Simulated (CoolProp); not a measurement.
Vapour-liquid equilibrium of diethyl ether (1) + methanol (2) at 894 kPa; x and y are mole fractions of (1).

Values from CoolProp's multi-fluid Helmholtz-energy mixture model, Thol 2014 and de Reuck 1993; pair parameters Bell 2016.

**Question.** Give the bubble temperature and the first vapour's composition at x = 0.35, 0.5, 0.95. Is there an azeotrope?

**Answer.** x = 0.35: 116.7 °C, y = 0.499; x = 0.5: 114.0 °C, y = 0.599; x = 0.95: 113.3 °C, y = 0.937. y crosses x between x = 0.65 and 0.8: the model has an azeotrope there.

The pair parameters rest on a limited set of measurements; away from them the model extrapolates.
